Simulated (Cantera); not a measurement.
A perfectly stirred reactor is fed with NO : N2 = 1 : 15 (molar parts), at 100.0 Torr; it is held at 1723 K, and followed from long to short residence time.

Cantera simulation using GRI-Mech 3.0 (53 species, 325 reactions); the numbers are that mechanism's predictions, not measurements.

Task: What does this change do: pressure from 100.0 Torr to 1.00 bar?

Result: 
| quantity | before | after |
|---|---|---|
| x(NO) at τ = 3.80 s | 0.0620 | 0.0591 |
| x(O2) at τ = 3.80 s | 0.000262 | 0.00168 |
| x(N2O) at τ = 3.80 s | 1.47e-6 | 1.43e-6 |
| x(NO2) at τ = 3.80 s | 4.18e-6 | 1.81e-5 |
| x(O) at τ = 3.80 s | 4.85e-6 | 2.76e-6 |
| x(NO) at τ = 85.0 ms | 0.0625 | 0.0624 |
| x(O2) at τ = 85.0 ms | 2.56e-6 | 3.34e-5 |
| x(N2O) at τ = 85.0 ms | 1.16e-6 | 1.52e-6 |
| x(NO2) at τ = 85.0 ms | 2.22e-6 | 9.48e-6 |
| x(O) at τ = 85.0 ms | 2.67e-6 | 1.40e-6 |

Task: What does this change do: pressure from 100.0 Torr to 1.01 bar?

Result: 
```
quantity                 before    after
---------------------  --------  -------
x(NO) at τ = 3.80 s      0.0620   0.0591
x(O2) at τ = 3.80 s    0.000262  0.00170
x(N2O) at τ = 3.80 s    1.47e-6  1.43e-6
x(NO2) at τ = 3.80 s    4.18e-6  1.83e-5
x(O) at τ = 3.80 s      4.85e-6  2.75e-6
x(NO) at τ = 85.0 ms     0.0625   0.0624
x(O2) at τ = 85.0 ms    2.56e-6  3.39e-5
x(N2O) at τ = 85.0 ms   1.16e-6  1.52e-6
x(NO2) at τ = 85.0 ms   2.22e-6  9.55e-6
x(O) at τ = 85.0 ms     2.67e-6  1.39e-6
```
